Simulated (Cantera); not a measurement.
Input (Python, Cantera):

```python
import numpy as np
import cantera as ct

gas = ct.Solution("gri30.yaml")


def delay(T, t_max=10):
    gas.TPX = T, 100000, {'CH4': 1, 'CO': 0.15, 'O2': 2.08, 'N2': 7.8}
    reactor = ct.IdealGasReactor(gas, clone=False)
    net = ct.ReactorNet([reactor])
    net.rtol, net.atol = 1e-8, 1e-16
    while net.time < t_max:
        t_old, T_old = net.time, reactor.T
        net.step()
        if reactor.T > T + 400:  # ignition: a rise of 400 K
            return t_old + (T + 400 - T_old) / (reactor.T - T_old) * (net.time - t_old)
    return np.nan


taus = []
for T in [1300, 1375, 1450, 1525, 1600, 1675, 1750, 1825, 1900, 1975]:
    taus.append(delay(T))
    print(f"T0 = {T:6g} K   tau = {taus[-1]:.4e} s")
```

It prints:

```
T0 =   1300 K   tau = 1.1765e-02 s
T0 =   1375 K   tau = 4.5274e-03 s
T0 =   1450 K   tau = 1.9024e-03 s
T0 =   1525 K   tau = 8.7784e-04 s
T0 =   1600 K   tau = 4.4466e-04 s
T0 =   1675 K   tau = 2.4484e-04 s
T0 =   1750 K   tau = 1.4447e-04 s
T0 =   1825 K   tau = 9.0165e-05 s
T0 =   1900 K   tau = 5.8923e-05 s
T0 =   1975 K   tau = 4.0013e-05 s
```

Cantera simulation using GRI-Mech 3.0 (53 species, 325 reactions); the numbers are that mechanism's predictions, not measurements.
